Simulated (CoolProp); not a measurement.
Vapour-liquid equilibrium of R1234yf (1) + R1234ze(E) (2) at 0.588 bar; x and y are mole fractions of (1).

The numbers come from the multi-fluid Helmholtz-energy mixture model, Lemmon 2022 and Thol 2016; pair parameters Bell 2022 in CoolProp.

```csv
x,"bubble temperature, mixture model (°C)","bubble temperature, Raoult's law (°C)","y, mixture model","y, Raoult's law"
0.05,[?],-31.4,[?],0.079
0.2,[?],-33.2,0.295,0.291
0.35,-35.2,-34.9,0.469,0.471
0.5,[?],-36.5,[?],0.625
0.65,[?],-38.0,0.749,0.757
0.8,-39.5,-39.4,0.866,0.871
0.95,-40.7,-40.7,[?],0.970
```

Task: Fill in the missing entries.

Result: 
- 0.05, bubble temperature, mixture model (°C): -31.5
- 0.05, y, mixture model: 0.083
- 0.2, bubble temperature, mixture model (°C): -33.5
- 0.5, bubble temperature, mixture model (°C): -36.7
- 0.5, y, mixture model: 0.618
- 0.65, bubble temperature, mixture model (°C): -38.2
- 0.95, y, mixture model: 0.968

The largest gap from Raoult's law is -0.3 K in bubble temperature, at x = 0.35. No azeotrope shows between x = 0.05 and 0.95.

The pair parameters rest on a limited set of measurements; away from them the model extrapolates.
